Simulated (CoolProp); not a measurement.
Saturation properties of nitrogen (Tc = 126.2 K, pc = 3.396 MPa, ω = 0.037).

Computed with CoolProp (reference Helmholtz-energy equation of state, Span 2000).

| T (K) | p (MPa) | surface tension (mN/m) | liquid viscosity (µPa s) |
|---|---|---|---|
| 94.3 | 0.5121 | 5.22 | 89.9 |
| 96.7 | 0.6144 | 4.74 | 83.6 |
| 99.2 | 0.7360 | 4.24 | 77.6 |
| 101.6 | 0.8681 | 3.78 | 72.2 |
| 104 | 1.016 | 3.32 | 67.3 |
| 106.4 | 1.182 | 2.88 | 62.6 |
| 108.9 | 1.374 | 2.44 | 58.0 |
| 111.3 | 1.579 | 2.02 | 53.7 |
| 113.7 | 1.805 | 1.62 | 49.5 |
| 116.2 | 2.065 | 1.23 | 45.2 |
| 118.6 | 2.339 | 0.873 | 41.0 |
| 121 | 2.639 | 0.544 | 36.5 |

It boils at 77.4 K under 1 atm.

Viscosity comes from a separate model (Lemmon 2004). Surface tension comes from a separate correlation (Mulero 2012).
